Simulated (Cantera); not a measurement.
A freely propagating, adiabatic, planar premixed flame of H2 : O2 : N2 : H2O = 1 : 0.667 : 2.51 : 0.41 (molar parts), equivalence ratio 0.75, unburnt at 350 K and 4.40 bar; mixture-averaged transport, grid criteria slope 0.08 and curve 0.16, no radiation.

Detailed kinetics in Cantera: the H2/O2 subset of GRI-Mech 3.0, which has no nitrogen chemistry. The hydrogen kinetics of GRI-Mech 3.0 are dated; newer H2 mechanisms differ, most at raised pressure. Burning velocities carry a grid error of a few per cent, more on coarse grids.

Q: Predict: laminar burning velocity; thermal thickness; peak x(O); peak x(OH); peak x(H).

A: 
```
Item                          Value
------------------------  ---------
laminar burning velocity  58.3 cm/s
thermal thickness         0.0960 mm
peak x(O)                   0.00156
peak x(OH)                  0.00540
peak x(H)                   0.00237
```
